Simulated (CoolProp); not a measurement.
Model: reference Helmholtz-energy equation of state, Tillner-Roth 1997, in CoolProp.

### Question
For CH2F2 (R32), give the phase and the density (kg/m³), speed of sound (m/s), Joule-Thomson coefficient (K/MPa), expansivity (1/kK) at 25.75 °C and 0.225 MPa.

### Answer
- 25.75 °C and 0.225 MPa: gas; density 4.84, speed of sound 239, Joule-Thomson coefficient 25.1, expansivity 3.70
